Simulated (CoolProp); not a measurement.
Computed with CoolProp (reference Helmholtz-energy equation of state, Platzer 1990). This equation is an older, rougher fit.

For R114, give the phase and the cp (kJ/(kg K)), cv (kJ/(kg K)), speed of sound (m/s) at 226.85 °C and 0.053 bar.


- 226.85 °C and 0.053 bar: gas; cp 0.865, cv 0.816, speed of sound 160
